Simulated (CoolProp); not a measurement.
Vapour-liquid equilibrium of methane (1) + ethane (2) at 0.116 MPa; x and y are mole fractions of (1).

Model: multi-fluid Helmholtz-energy mixture model, Setzmann 1991 and Bücker 2006; pair parameters Kunz 2012, in CoolProp.

```tsv
x	bubble temperature, mixture model (K)	bubble temperature, Raoult's law (K)	y, mixture model	y, Raoult's law
0.05	160.7	163.2	0.809	0.779
0.15	138.8	142.9	0.974	0.963
0.25	130.1	133.8	0.991	0.987
0.35	125.3	128.2	0.995	0.994
0.45	122.2	124.3	0.997	0.997
0.55	119.9	121.4	0.998	0.998
0.65	118.1	119.0	0.999	0.999
0.75	116.6	117.1	0.999	1.000
0.85	115.3	115.4	1.000	1.000
0.95	114.0	114.0	1.000	1.000
```

The largest gap from Raoult's law is -4.1 K in bubble temperature, at x = 0.15. No azeotrope shows between x = 0.05 and 0.95.

Pair parameters are fitted to limited data, so mixtures are less certain than the pure fluids.
